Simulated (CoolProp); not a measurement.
A closed Brayton cycle with dry air: compressor inlet 306.15 K and 0.4 MPa, high pressure 1.15 MPa, turbine inlet 765 K, compressor efficiency 0.8, turbine efficiency 0.9, recuperator effectiveness 0.9 (on enthalpy, no pinch check). Each further row changes one setting.

Model: reference Helmholtz-energy equation of state, Lemmon 2000, in CoolProp. It is a pseudo-pure fit of the blend.

```json
[
 {"case": "as stated", "thermal efficiency (%)": "23.5", "net work (kJ/kg)": "46.8", "compressor to turbine work": "0.74", "compressor exit (K)": "440.3", "turbine exit (K)": "594.9"},
 {"case": "turbine inlet 715 K", "thermal efficiency (%)": "(withheld)", "net work (kJ/kg)": "34.7", "compressor to turbine work": "(withheld)", "compressor exit (K)": "440.3", "turbine exit (K)": "(withheld)"},
 {"case": "compressor inlet 316.15 K", "thermal efficiency (%)": "(withheld)", "net work (kJ/kg)": "42.4", "compressor to turbine work": "(withheld)", "compressor exit (K)": "(withheld)", "turbine exit (K)": "594.9"},
 {"case": "high pressure 0.977 MPa", "thermal efficiency (%)": "25.5", "net work (kJ/kg)": "45.6", "compressor to turbine work": "0.71", "compressor exit (K)": "417.0", "turbine exit (K)": "(withheld)"},
 {"case": "recuperator effectiveness 0.5", "thermal efficiency (%)": "(withheld)", "net work (kJ/kg)": "46.8", "compressor to turbine work": "0.74", "compressor exit (K)": "440.3", "turbine exit (K)": "594.9"}
]
```

### Question
Complete the blanks.

### Answer

- turbine inlet 715 K, thermal efficiency (%): 19.0
- turbine inlet 715 K, compressor to turbine work: 0.80
- turbine inlet 715 K, turbine exit (K): 554.6
- compressor inlet 316.15 K, thermal efficiency (%): 21.5
- compressor inlet 316.15 K, compressor to turbine work: 0.77
- compressor inlet 316.15 K, compressor exit (K): 454.4
- high pressure 0.977 MPa, turbine exit (K): 618.5
- recuperator effectiveness 0.5, thermal efficiency (%): 17.8
